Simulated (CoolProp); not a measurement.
Vapour-liquid equilibrium of cyclopentane (1) + ethanol (2) at 13.6 bar; x and y are mole fractions of (1).

The numbers come from the multi-fluid Helmholtz-energy mixture model, Gedanitz 2015 and Schroeder 2014; pair parameters Bell 2016 in CoolProp.

```
x     bubble temperature (K)  y at the bubble point  dew temperature at overall composition x (K)  liquid density (mol/L)
----  ----------------------  ---------------------  --------------------------------------------  ----------------------
0.05                   433.6                  0.102                                         435.1                   13.24
0.2                    422.9                  0.393                                         430.3                   12.22
0.35                   415.7                  0.556                                         424.7                   11.24
0.5                    413.5                  0.614                                         418.2                   10.30
0.65                   413.2                  0.636                                         413.4                   9.545
0.8                    414.1                  0.676                                         420.1                   9.008
0.95                   422.7                  0.847                                         428.6                   8.527
```

y crosses x between x = 0.5 and 0.65: the model has an azeotrope there.

The pair parameters rest on a limited set of measurements; away from them the model extrapolates. With so large a gap from Raoult's law the liquid may split in two, which this calculation doesn't test in full.
